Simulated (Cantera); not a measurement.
A freely propagating, adiabatic, planar premixed flame of CH₄ : C₂H₆ : C₃H₈ : O₂ : N₂ = 1 : 0.87 : 0.26 : 5.77 : 21.7 (molar parts), unburnt at 450 K and 500000 Pa; mixture-averaged transport, grid criteria slope 0.08 and curve 0.16, no radiation.

Detailed kinetics in Cantera: GRI-Mech 3.0 (53 species, 325 reactions). Burning velocities carry a grid error of a few per cent, more on coarse grids.

Q: What does this change do: 0.66 parts CO2 added?

A: 
```csv
quantity,before,after
laminar burning velocity,53.7 cm/s,46.5 cm/s
thermal thickness,0.0931 mm,0.103 mm
peak x(H₂),0.0216,0.0194
peak x(OH),0.00657,0.00586
peak x(CH₃),0.00199,0.00170
```
